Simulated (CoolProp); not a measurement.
Values from CoolProp's reference Helmholtz-energy equation of state, Outcalt 1996. It is a modified Benedict-Webb-Rubin equation, recast in Helmholtz form.

Problem. Give the vapour pressure (bar), liquid density (kg/m³), liquid cp (kJ/(kg K)), surface tension (mN/m) of saturated R152A at -19.35, 28.15 °C.

Solution. 
| T (°C) | p (bar) | liquid density (kg/m³) | liquid cp (kJ/(kg K)) | surface tension (mN/m) |
|---|---|---|---|---|
| -19.35 | 1.24 | 1000 | 1.64 | 15.9 |
| 28.15 | 6.54 | 891 | 1.82 | 9.29 |

Surface tension comes from a separate correlation (Mulero 2012).
